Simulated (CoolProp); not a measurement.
Computed with CoolProp (reference Helmholtz-energy equation of state, Bücker 2006).

Q: For ethane, give the phase and the Z, Joule-Thomson coefficient (K/MPa), Prandtl number, fugacity coefficient at 191 K and 562 kPa.

A: 
- 191 K and 562 kPa: liquid; Z 0.0198, Joule-Thomson coefficient -0.411, Prandtl number 2.36, fugacity coefficient 0.245

Viscosity comes from a separate model (Friend 1991). Thermal conductivity comes from a separate model (Friend 1991).
